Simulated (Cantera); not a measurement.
An isothermal, constant-pressure homogeneous reactor starts with CH4 : H2 : N2 = 0.022 : 1 : 0.00039 (molar parts), at 2200 K and 28000 Pa. Integrator tolerance rtol = 1e-08.

Model: GRI-Mech 3.0 (53 species, 325 reactions), integrated in Cantera. GRI-Mech 3.0 stops at C3 and has no aromatics, soot or wall deposition, so with more carbon than oxygen in the feed, carbon stays in small species such as C2H2 where larger ones or solid carbon would form.

What does this change do: temperature 2200 to 2023 K?


```
quantity                                              before                                      after
-----------------  -----------------------------------------  -----------------------------------------
x(CH4) at 80.0 s   0.000142 (gas-phase equilibrium 0.000141)  0.000370 (gas-phase equilibrium 0.000364)
x(H2) at 80.0 s          0.978 (gas-phase equilibrium 0.978)        0.985 (gas-phase equilibrium 0.985)
x(HCN) at 80.0 s    4.00e-5 (gas-phase equilibrium 0.000611)   2.71e-6 (gas-phase equilibrium 0.000598)
x(C2H2) at 80.0 s      0.0104 (gas-phase equilibrium 0.0101)      0.0103 (gas-phase equilibrium 0.0100)
x(H) at 80.0 s         0.0106 (gas-phase equilibrium 0.0106)    0.00359 (gas-phase equilibrium 0.00359)
```
